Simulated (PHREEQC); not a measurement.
Solution (25 °C): 0.0057 mol NH4HF2, 0.11 mol (NH4)2SiF6, 0.0011 mol H3PO4 and 0.023 mol H2SO4 per kg of water. Closed to the air; pH follows from the charge balance.

Model: ion-association model, phreeqc.dat, run in PHREEQC.

Problem. The ionic strength comes out as 0.373 mol/kgw. What activity coefficients do F-, NH4SO4-, SO4-2, H2PO4-, HF2- get?

Solution. F- 0.66, NH4SO4- 0.73, SO4-2 0.23, H2PO4- 0.71, HF2- 0.73.

No solid was allowed to form. SiF6-2 is the database's only silicon fluoride.
